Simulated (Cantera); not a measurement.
An isothermal, constant-pressure homogeneous reactor starts with C2H6 : N2 = 1 : 9.6 (molar parts), at 1823 K and 0.700 bar.

Model: GRI-Mech 3.0 (53 species, 325 reactions), integrated in Cantera. GRI-Mech 3.0 stops at C3 and has no aromatics, soot or wall deposition, so with more carbon than oxygen in the feed, carbon stays in small species such as C2H2 where larger ones or solid carbon would form.

Question: Predict: x(C2H6) at 50.0 s; x(H2) at 50.0 s; x(H) at 50.0 s; x(HCN) at 50.0 s; x(C2H) at 50.0 s.

Answer: 
```
Property                                              Result
-----------------  -----------------------------------------
x(C2H6) at 50.0 s    2.18e-8 (gas-phase equilibrium 8.92e-9)
x(H2) at 50.0 s          0.158 (gas-phase equilibrium 0.158)
x(H) at 50.0 s     0.000207 (gas-phase equilibrium 0.000207)
x(HCN) at 50.0 s     0.000368 (gas-phase equilibrium 0.0943)
x(C2H) at 50.0 s     9.96e-7 (gas-phase equilibrium 4.04e-7)
```
